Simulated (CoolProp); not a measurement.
R365MFC along the isotherm 226.85 °C: fugacity coefficient from the reference equation and from simpler models built on Tc = 186.9 °C, pc = 3.266 MPa, ω = 0.377; each cubic takes its own stable root.

Model: reference Helmholtz-energy equation of state, Lemmon 2016, in CoolProp.

```
p (MPa)          phase  reference  van der Waals  Redlich-Kwong  Soave-Redlich-Kwong
-------  -------------  ---------  -------------  -------------  -------------------
0.0258             gas     0.9978         0.9981         0.9979               0.9980
0.053              gas     0.9955         0.9961         0.9957               0.9959
0.109              gas     0.9907         0.9919         0.9911               0.9917
0.224              gas     0.9810         0.9834         0.9817               0.9829
0.459              gas     0.9613         0.9661         0.9628               0.9651
0.943              gas     0.9216         0.9306         0.9242               0.9290
1.94               gas     0.8430         0.8579         0.8466               0.8566
3.98     supercritical     0.6961         0.7053         0.6934               0.7157
8.17     supercritical     0.4743         0.4780         0.4662               0.5023
```
